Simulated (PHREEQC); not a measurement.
Na3PO4 is added in steps, without added water, to 1 kg of water holding 0.016 mol/kgw CdSO4, 0.082 mol/kgw NaOH and 0.00025 mol/kgw NiCl2, at 25 °C. Oxygen alone is held at its pressure in air (log pO2 = -0.68). No CO2 enters from the air. Solids allowed: Cd(OH)2, Cd3(PO4)2, CdOHCl, Ni(OH)2, Ni3(PO4)2, Ni4(OH)6SO4, Halite, Mirabilite, Morenosite. Others were left out.

Base run: PHREEQC, ion-association model, wateq4f.dat. Each further column changes one thing. The table gives HPO4-2 (mol/kgw).

```
Na3PO4 added (mol)     base  NiCl2 replaced by CuCl2 at the same molality  NiCl2 left out  CdSO4 replaced by KHSO4 at the same molality
------------------  -------  --------------------------------------------  --------------  --------------------------------------------
0                         0                                             0               0                                             0
0.01                0.00128                                       0.00128         0.00127                                      0.000982
0.02                0.00229                                       0.00229         0.00228                                       0.00178
0.03                0.00315                                       0.00315         0.00313                                       0.00246
0.04                0.00391                                       0.00391         0.00388                                       0.00308
0.05                0.00459                                       0.00459         0.00456                                       0.00363
0.06                0.00522                                       0.00522         0.00518                                       0.00415
0.07                0.00580                                       0.00580         0.00576                                       0.00463
0.08                0.00634                                       0.00634         0.00630                                       0.00508
0.09                0.00686                                       0.00686         0.00681                                       0.00552
0.1                 0.00734                                       0.00734         0.00729                                       0.00593
0.11                0.00780                                       0.00781         0.00775                                       0.00632
0.12                0.00825                                       0.00825         0.00819                                       0.00670
```

The ionic strength passes 0.7 mol/kgw, the rough limit of the ion-association models, in part of: base; NiCl2 replaced by CuCl2 at the same molality; NiCl2 left out; CdSO4 replaced by KHSO4 at the same molality. H3PO4, which wateq4f.dat lacks, is added to it with the constant of phreeqc.dat. The database has no phosphate complexes of Cd, Ni. The database's Ni(OH)2 is the aged solid; a fresh precipitate is more soluble. The database has no phosphate complexes of Cu, Cd. The database's constant for dissolved Cu(OH)2 is higher than later reviews accept. The database has no phosphate complexes of Cd. The database has no phosphate complexes of Ni. Solids allowed in the column 'NiCl2 replaced by CuCl2 at the same molality': Cu(OH)2, Brochantite, Antlerite, Atacamite, Cu3(PO4)2:3H2O, Cd(OH)2, Cd3(PO4)2, CdOHCl, Halite, Mirabilite, Chalcanthite. Solids allowed in the column 'NiCl2 left out': Cd(OH)2, Cd3(PO4)2, Mirabilite. Solids allowed in the column 'CdSO4 replaced by KHSO4 at the same molality': Ni(OH)2, Ni3(PO4)2, Ni4(OH)6SO4, Halite, Mirabilite, Morenosite.
